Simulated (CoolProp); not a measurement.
Properties of carbon dioxide along the isobar 0.83 MPa.

Model: reference Helmholtz-energy equation of state, Span 1996, in CoolProp.

```tsv
T (K)	phase	cv (kJ/(kg K))	fugacity coefficient
272.1	gas	0.6602	0.9447
286.7	gas	0.6686	0.9534
301.4	gas	0.6787	0.9605
316.1	gas	0.6897	0.9663
330.8	gas	0.7013	0.9710
345.5	gas	0.7130	0.9750
360.1	gas	0.7248	0.9783
374.8	gas	0.7365	0.9811
389.5	gas	0.7481	0.9836
404.2	gas	0.7595	0.9856
418.9	gas	0.7707	0.9874
```
